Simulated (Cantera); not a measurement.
Feed: 1 mol Si(CH3)4, 0.13 mol C2H4, 84 mol H2, at 0.410 bar.

Cantera equilibrium calculation (NASA polynomials, part measured and part estimated; ideal gas, pure solids and liquids). Candidate condensed phases: C, C6H6, C7H8, C8H18, Si, SiC; 87 gas species. Gases not in the tables: Si2H6 and higher silanes. Equilibrium is a limit: real reactors are often held back by kinetics, nucleation or transport.

Task: At 2250 K, list the 5 most abundant gas species with their mole fractions, and the condensed phases.

Result: H2 0.985, H 0.0115, C2H2 (acetylene) 0.00330, Si 0.000180, CH4 9.41e-5. Condensed: C(graphite) + SiC(s).
